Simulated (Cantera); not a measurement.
An isothermal, constant-pressure homogeneous reactor starts with 59.5 % NO, 40.5 % N2, at 1873 K and 20.0 Torr.

Cantera simulation using GRI-Mech 3.0 (53 species, 325 reactions); the numbers are that mechanism's predictions, not measurements. Radical loss at walls, strong at low pressure, is not modelled.

### Question
Predict: x(NO) at 9.00 s; x(O) at 9.00 s; x(O2) at 9.00 s; x(N2) at 9.00 s; x(NO2) at 9.00 s.

### Answer
```
Item                                                 Result
----------------  -----------------------------------------
x(NO) at 9.00 s       0.481 (gas-phase equilibrium 0.00590)
x(O) at 9.00 s    0.000392 (gas-phase equilibrium 0.000790)
x(O2) at 9.00 s        0.0570 (gas-phase equilibrium 0.294)
x(N2) at 9.00 s         0.462 (gas-phase equilibrium 0.699)
x(NO2) at 9.00 s    8.56e-5 (gas-phase equilibrium 2.47e-6)
```
